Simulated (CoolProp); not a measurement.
The fluid at 293.13 K and 2.59 MPa is throttled through a valve to 1.39 MPa with no heat exchange. The same conditions are run with several fluids, on thermodynamics alone (safety and materials aside).

Computed with CoolProp (reference Helmholtz-energy equation of state of each fluid (fluorine: de Reuck 1990; nitrogen: Span 2000; ethylene: Smukala 2000; methane: Setzmann 1991; C2F6 (R116): Lemmon 2006)).

```json
[
 {"fluid": "fluorine", "temperature change (K)": "-2.3", "final density (kg/m³)": "22.0"},
 {"fluid": "nitrogen", "temperature change (K)": "-2.5", "final density (kg/m³)": "16.2"},
 {"fluid": "ethylene", "temperature change (K)": "-14.5", "final density (kg/m³)": "18.8"},
 {"fluid": "methane", "temperature change (K)": "-5.4", "final density (kg/m³)": "9.58"},
 {"fluid": "C2F6 (R116)", "temperature change (K)": "-17.9", "final density (kg/m³)": "109"}
]
```
